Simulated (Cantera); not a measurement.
Feed: 1 mol Hg, 0.83 mol H2, equilibrated at 0.100 bar.

Cantera equilibrium calculation (NASA polynomials, part measured and part estimated; ideal gas, pure solids and liquids). Candidate condensed phases: Hg; 3 gas species. Kinetics and transport are ignored.

### Question
Which condensed phases are stable at each of these points (T (°C)): 177, 252, 327, 402, 477, 552, 627, 702, 777, 852, 927, 1002?

### Answer
```
T (°C)  condensed phases  Hg condensed (%)
------  ----------------  ----------------
177                Hg(l)              90.4
252             gas only               0.0
327             gas only               0.0
402             gas only               0.0
477             gas only               0.0
552             gas only               0.0
627             gas only               0.0
702             gas only               0.0
777             gas only               0.0
852             gas only               0.0
927             gas only               0.0
1002            gas only               0.0
```

At 177 °C the condensed part is Hg(l). From 252 °C to 1002 °C nothing is condensed.
